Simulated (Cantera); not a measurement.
Input: 1 mol FeS, 3.7 mol SO2, 0.24 mol H2O, held at 1650 °C and 100 Torr.

Equilibrium computed with Cantera from the NASA thermochemical tables; the gas is ideal and each condensed phase is pure. Candidate condensed phases: Fe, FeO, Fe(OH)2, Fe(OH)3, FeS, FeSO4, FeS2, Fe2O3, Fe2(SO4)3, Fe3O4, H2O, H2SO4, S; 22 gas species. The tables' stoichiometric FeO is somewhat more stable than real wüstite, so its field is too wide. FeO: taken at fixed stoichiometry. The numbers say what is thermodynamically allowed, not how fast it happens.

Base state: SO2 0.721, S2 0.150, SO 0.0637, H2O 0.0453, H2 0.00877, S2O 0.00576, SH 0.00217, S 0.00200 (mole fractions); condensed: FeO(l).

Question: What changes in the equilibrium state with this change: temperature from 1650 °C to 802 °C?

Answer: 
| species | before | after |
|---|---|---|
| SO2 | 0.721 | 0.890 |
| H2O | 0.0453 | 0.0588 |
| S2 | 0.150 | 0.0466 |
| SO | 0.0637 | 0.000133 |
| Fe(OH)2 | 1.25e-5 | 1.25e-9 |
| H | 0.000242 | <1e-9 |
| OH | 0.000107 | <1e-9 |
| FeO(l), mol | 0.999 | 0 |
| FeS(s), mol | 0 | 0.761 |
| Fe3O4(s), mol | 0 | 0.0796 |
Mutual solubility and eutectic melting of coexisting phases are not modelled. FeS: taken at fixed stoichiometry. Gases not in the tables: S3 to S7.
